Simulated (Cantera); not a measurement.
Charge: 1 mol PbO, 0.031 mol O2, 5 mol N2, equilibrated at 100000 Pa.

Cantera equilibrium calculation (NASA polynomials, part measured and part estimated; ideal gas, pure solids and liquids). Candidate condensed phases: Pb, PbO, PbO2, Pb3O4; 12 gas species. Kinetics and transport are ignored.

x: gas mole fraction; n: condensed amount in mol.

```csv
T (K),x N2,x O2,x PbO,x NO,n PbO(red),n PbO(yellow),n PbO(l)
575,0.994,0.00616,<1e-12,1.79e-9,1.00,0,0
625,0.994,0.00616,<1e-12,8.24e-9,1.00,0,0
675,0.994,0.00616,<1e-12,3.03e-8,1.00,0,0
725,0.994,0.00616,<1e-12,9.31e-8,1.00,0,0
775,0.994,0.00616,[?],2.47e-7,0,1.00,0
825,0.994,0.00616,[?],5.84e-7,0,1.00,0
875,0.994,0.00616,[?],1.25e-6,0,1.00,0
925,0.994,0.00616,[?],2.47e-6,0,1.00,0
975,0.994,0.00616,[?],4.54e-6,0,1.000,0
1025,0.994,0.00616,[?],7.87e-6,0,1.000,0
1075,0.994,0.00616,[?],1.30e-5,0,1.000,0
1125,0.994,0.00615,[?],2.04e-5,0,1.000,0
1175,0.994,0.00615,[?],3.09e-5,0,0,1.000
```

Question: Fill in the missing entries.

Answer: 
- 775, x PbO: 1.79e-11
- 825, x PbO: 2.51e-10
- 875, x PbO: 2.57e-9
- 925, x PbO: 2.04e-8
- 975, x PbO: 1.30e-7
- 1025, x PbO: 6.85e-7
- 1075, x PbO: 3.08e-6
- 1125, x PbO: 1.21e-5
- 1175, x PbO: 4.03e-5
